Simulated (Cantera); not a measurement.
Charge: 1 mol Si, 4.8 mol HBr, 0.31 mol N₂, at 0.00900 Torr.

Cantera equilibrium calculation (NASA polynomials, part measured and part estimated; ideal gas, pure solids and liquids). Candidate condensed phases: Br₂, Si, Si₃N₄; 28 gas species. The tables' values for SiBr, SiBr₃ are old estimates; treat these amounts as uncertain. Rates play no part.

x: gas mole fraction; nothing condenses.

```json
[
 {"T (K)": "1223", "x HBr": "0.500", "x H₂": "0.213", "x Br": "0.0340", "x SiBr₂": "0.188", "x N₂": "0.0598", "x H": "…"},
 {"T (K)": "1248", "x HBr": "0.488", "x H₂": "0.216", "x Br": "0.0446", "x SiBr₂": "0.189", "x N₂": "0.0594", "x H": "…"},
 {"T (K)": "1273", "x HBr": "0.473", "x H₂": "0.220", "x Br": "0.0573", "x SiBr₂": "0.188", "x N₂": "0.0590", "x H": "…"},
 {"T (K)": "1298", "x HBr": "0.455", "x H₂": "0.226", "x Br": "0.0719", "x SiBr₂": "0.187", "x N₂": "0.0585", "x H": "…"},
 {"T (K)": "1323", "x HBr": "0.434", "x H₂": "0.232", "x Br": "0.0885", "x SiBr₂": "0.186", "x N₂": "0.0580", "x H": "…"},
 {"T (K)": "1348", "x HBr": "0.411", "x H₂": "0.239", "x Br": "0.107", "x SiBr₂": "0.184", "x N₂": "0.0574", "x H": "…"},
 {"T (K)": "1373", "x HBr": "0.386", "x H₂": "0.247", "x Br": "0.127", "x SiBr₂": "0.183", "x N₂": "0.0568", "x H": "…"},
 {"T (K)": "1398", "x HBr": "0.359", "x H₂": "0.255", "x Br": "0.148", "x SiBr₂": "0.180", "x N₂": "0.0562", "x H": "…"},
 {"T (K)": "1423", "x HBr": "0.332", "x H₂": "0.263", "x Br": "0.169", "x SiBr₂": "0.178", "x N₂": "0.0555", "x H": "…"},
 {"T (K)": "1448", "x HBr": "0.304", "x H₂": "0.272", "x Br": "0.191", "x SiBr₂": "0.176", "x N₂": "0.0548", "x H": "…"},
 {"T (K)": "1473", "x HBr": "0.277", "x H₂": "0.280", "x Br": "0.213", "x SiBr₂": "0.173", "x N₂": "0.0541", "x H": "…"},
 {"T (K)": "1498", "x HBr": "0.250", "x H₂": "0.287", "x Br": "0.234", "x SiBr₂": "0.171", "x N₂": "0.0534", "x H": "…"},
 {"T (K)": "1523", "x HBr": "0.225", "x H₂": "0.294", "x Br": "0.255", "x SiBr₂": "0.167", "x N₂": "0.0527", "x H": "…"},
 {"T (K)": "1548", "x HBr": "0.201", "x H₂": "0.300", "x Br": "0.275", "x SiBr₂": "0.163", "x N₂": "0.0520", "x H": "…"}
]
```

What belongs in the gaps?


- 1223, x H: 4.01e-5
- 1248, x H: 6.27e-5
- 1273, x H: 9.66e-5
- 1298, x H: 0.000147
- 1323, x H: 0.000220
- 1348, x H: 0.000327
- 1373, x H: 0.000478
- 1398, x H: 0.000690
- 1423, x H: 0.000984
- 1448, x H: 0.00139
- 1473, x H: 0.00193
- 1498, x H: 0.00266
- 1523, x H: 0.00362
- 1548, x H: 0.00487
